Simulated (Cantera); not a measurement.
Input: 1 mol Si₂Cl₆, 0.13 mol NH₃, 6.5 mol H₂, held at 1002 °C and 720 Torr.

Equilibrium computed with Cantera from the NASA thermochemical tables; the gas is ideal and each condensed phase is pure. Candidate condensed phases: NH₄Cl, Si, Si₃N₄; 28 gas species. The feed counts by its element totals alone. Mutual solubility and eutectic melting of coexisting phases are not modelled. The tables' values for SiCl₃ are old estimates; treat these amounts as uncertain. Equilibrium is a limit: real reactors are often held back by kinetics, nucleation or transport.

Base state: H₂ 0.745, SiCl₄ 0.107, HCl 0.0661, SiHCl₃ 0.0485, SiCl₃ 0.0158, SiCl₂ 0.0152, SiH₂Cl₂ 0.00306, SiH₃Cl 5.39e-5 (mole fractions); condensed: Si(s) + Si₃N₄(s).

What changes in the equilibrium state with this change: temperature from 1002 °C to 575 °C?


| species | before | after |
|---|---|---|
| H₂ | 0.745 | 0.793 |
| SiCl₄ | 0.107 | 0.133 |
| SiHCl₃ | 0.0485 | 0.0675 |
| HCl | 0.0661 | 0.00255 |
| SiCl₂ | 0.0152 | 9.69e-6 |
| SiCl₃ | 0.0158 | 0.000134 |
| SiH₃Cl | 5.39e-5 | 3.15e-5 |
| SiH₂Cl₂ | 0.00306 | 0.00299 |
| Si(s), mol | 0.330 | 0.259 |
| Si₃N₄(s), mol | 0.0325 | 0.0325 |

What changes in the equilibrium state with this change: pressure from 720 Torr to 0.113 Torr?


```json
[
 {"species": "H₂", "before": "0.745", "after": "0.590"},
 {"species": "HCl", "before": "0.0661", "after": "0.208"},
 {"species": "SiCl₂", "before": "0.0152", "after": "0.188"},
 {"species": "SiHCl₃", "before": "0.0485", "after": "0.000296"},
 {"species": "SiCl₄", "before": "0.107", "after": "0.00259"},
 {"species": "SiCl₃", "before": "0.0158", "after": "0.00866"},
 {"species": "N₂", "before": "2.65e-7", "after": "0.00173"},
 {"species": "SiH₃Cl", "before": "5.39e-5", "after": "2.08e-8"},
 {"species": "SiH₂Cl₂", "before": "0.00306", "after": "4.69e-6"},
 {"species": "Si(s), mol", "before": "0.330", "after": "0"},
 {"species": "Si₃N₄(s), mol", "before": "0.0325", "after": "0.0242"}
]
```
